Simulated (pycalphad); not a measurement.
**Effect of Fe content in Al-Si-Fe**

Source of the numbers: pycalphad with the COST 507 light-alloy database (1999); pressure 1 atm. These are 1990s assessments: newer ones move some temperatures and phases. Amounts are mole fractions of atoms.

```csv
alloy,liquidus (K),first solid,solidus (K),phases at 550 K
Al-13.79Si-4.09Fe (wt.%),962,ALFESI_BETA,849,"FCC_A1 0.75, ALFESI_BETA 0.14, DIAMOND_A4 0.12"
Al-13.23Si-11.74Fe (wt.%),1085,AL13FE4,849,"FCC_A1 0.52, ALFESI_BETA 0.40, DIAMOND_A4 0.08"
Al-12.02Si-28.44Fe (wt.%),1280,AL13FE4,986,"ALFESI_BETA 0.70, ALFESI_ALPHA 0.30"
```

Database names, with the compositions (at.%) that they take in these runs: ALFESI_BETA: Al 70 Si 15 Fe 15; AL13FE4: Al 72-74 Fe 24 Si 2-4; ALFESI_ALPHA: Al 71 Fe 19 Si 9. FCC_A1 is fcc; DIAMOND_A4 is diamond (Si).
